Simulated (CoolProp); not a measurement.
A simple Rankine cycle with propyne: condensing at 315.15 K, boiler at 2.31 MPa, turbine inlet 473 K, turbine efficiency 0.65, pump efficiency 0.6, no recuperator. Each further row changes one setting.

Values from CoolProp's reference Helmholtz-energy equation of state, Polt 1992. This equation is an older, rougher fit; its heat capacities, sound speeds and derivatives of the liquid may be far off and weren't checked against measurements.

```
case                             thermal efficiency (%)  net work (kJ/kg)  heat in (kJ/kg)  turbine exit temperature (K)  volume ratio over the turbine
-------------------------------  ----------------------  ----------------  ---------------  ----------------------------  -----------------------------
as stated                                           6.6              47.6              726                             ?                           2.42
condensing temperature 307.15 K                       ?                 ?                ?                         431.8                           2.97
boiler pressure 1.62 MPa                              ?              30.8              736                         452.7                           1.71
turbine efficiency 0.55                               ?              39.7              726                         442.9                           2.45
```

**Question.** Fill in the missing entries.

**Answer.** 
- as stated, turbine exit temperature (K): 438.9
- condensing temperature 307.15 K, thermal efficiency (%): 7.9
- condensing temperature 307.15 K, net work (kJ/kg): 58.7
- condensing temperature 307.15 K, heat in (kJ/kg): 745
- boiler pressure 1.62 MPa, thermal efficiency (%): 4.2
- turbine efficiency 0.55, thermal efficiency (%): 5.5
